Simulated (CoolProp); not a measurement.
Nitrogen at 298.15 K and 1.08 MPa flows at 5.1 m/s in a round tube of 12.7 mm bore and 1.5 µm roughness, fully developed (64/Re and Nu = 3.66 if laminar; Colebrook and Gnielinski if turbulent). Each further row changes one setting.

The numbers come from the reference Helmholtz-energy equation of state, Span 2000 in CoolProp.

```csv
case,Reynolds number,Darcy friction factor,pressure drop (Pa/m),heat-transfer coefficient (W/(m² K)),mass flow (kg/h)
as stated,44100,0.0219,274,202,28.4
velocity 10.2 m/s,88300,0.0190,954,353,56.9
diameter 25.4 mm,88300,0.0188,117,174,114
```

Viscosity comes from a separate model (Lemmon 2004). Thermal conductivity comes from a separate model (Lemmon 2004).
